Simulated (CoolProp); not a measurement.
Vapour-liquid equilibrium of propylene (1) + R22 (2) at 0.103 MPa; x and y are mole fractions of (1).

Model: multi-fluid Helmholtz-energy mixture model, Lemmon 2013 and Kamei 1995; pair parameters Bell 2016, in CoolProp.

**Question.** Give the bubble temperature and the first vapour's composition at x = 0.05, 0.15, 0.55. Is there an azeotrope?

**Answer.** x = 0.05: -41.5 °C, y = 0.092; x = 0.15: -43.1 °C, y = 0.240; x = 0.55: -46.6 °C, y = 0.616. y crosses x between x = 0.85 and 0.95: the model has an azeotrope there.

The pair parameters rest on a limited set of measurements; away from them the model extrapolates.
